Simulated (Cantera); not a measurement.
Feed: 1 mol Fe₂O₃, 0.14 mol SO₃, 6.9 mol N₂, equilibrated at 900 K and 41.3 Torr.

These are equilibrium values from Cantera (NASA tables, ideal gas, pure condensed phases), not measurements of a reactor. Candidate condensed phases: Fe, FeO, FeS, FeSO₄, FeS₂, Fe₂O₃, Fe₂(SO₄)₃, Fe₃O₄, S; 19 gas species. Rates play no part.

Base state: N₂ 0.972, SO₂ 0.0172, O₂ 0.00861, SO₃ 0.00250 (mole fractions); condensed: Fe₂O₃(s).

Problem. What changes in the equilibrium state with this change: Fe₂O₃ replaced by FeS₂?

Solution. 
| species | before | after |
|---|---|---|
| N₂ | 0.972 | 0.911 |
| S₂ | <1e-9 | 0.0609 |
| SO₂ | 0.0172 | 0.0274 |
| O₂ | 0.00861 | <1e-9 |
| SO₃ | 0.00250 | <1e-9 |
| S₂O | <1e-9 | 0.000604 |
| Fe₂O₃(s), mol | 1.00 | 0 |
| FeS(s), mol | 0 | 1.00 |
FeS: taken at fixed stoichiometry. Gases not in the tables: S₃ to S₇.

Problem. What changes in the equilibrium state with this change: pressure from 41.3 Torr to 1 atm?

Solution. 
| species | before | after |
|---|---|---|
| N₂ | 0.972 | 0.974 |
| SO₂ | 0.0172 | 0.0128 |
| SO₃ | 0.00250 | 0.00692 |
| O₂ | 0.00861 | 0.00642 |
| Fe₂O₃(s), mol | 1.00 | 1.00 |
